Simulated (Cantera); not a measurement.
Equilibrium for oxide etching and cleaning by halides: B₂O₃ + F₂ + H₂

Input: 1 mol B₂O₃, 11 mol F₂, a varied amount of H₂, equilibrated at 1225 K and 730 Pa.

These are equilibrium values from Cantera (NASA tables, ideal gas, pure condensed phases), not measurements of a reactor. Candidate condensed phases: B, B₂O₃, B₃O₃H₃, H₂O; 43 gas species. The numbers say what is thermodynamically allowed, not how fast it happens.

```csv
n(H₂) (mol),log p F,log p HF,log p BF₃,log p O₂,log p F₂,log p FO,log p FO₂,log p O
0.58,-2.26,-3.36,-3.12,-3.25,-4.10,-7.62,-8.27,-9.00
0.7,-2.27,-3.28,-3.12,-3.25,-4.11,-7.63,-8.28,-9.00
0.83,-2.28,-3.20,-3.12,-3.25,-4.13,-7.64,-8.29,-9.00
1,-2.29,-3.12,-3.12,-3.25,-4.15,-7.65,-8.30,-9.00
1.2,-2.30,-3.04,-3.12,-3.25,-4.17,-7.66,-8.31,-9.00
1.4,-2.31,-2.98,-3.12,-3.25,-4.20,-7.67,-8.32,-9.00
1.7,-2.33,-2.89,-3.12,-3.25,-4.24,-7.69,-8.34,-9.00
2,-2.35,-2.82,-3.12,-3.25,-4.28,-7.71,-8.37,-9.00
2.4,-2.38,-2.74,-3.12,-3.25,-4.34,-7.74,-8.40,-9.00
2.9,-2.42,-2.66,-3.12,-3.25,-4.42,-7.78,-8.44,-9.00
3.5,-2.48,-2.58,-3.12,-3.25,-4.53,-7.84,-8.49,-9.00
4.2,-2.55,-2.50,-3.12,-3.25,-4.67,-7.91,-8.56,-9.00
5,-2.65,-2.43,-3.12,-3.25,-4.88,-8.01,-8.67,-9.00
```
log p: log10 of the partial pressure in bar; nothing condenses.

From 0.58 mol H₂ to 5 mol H₂ nothing is condensed. The main B-bearing gas is BF₃ throughout.
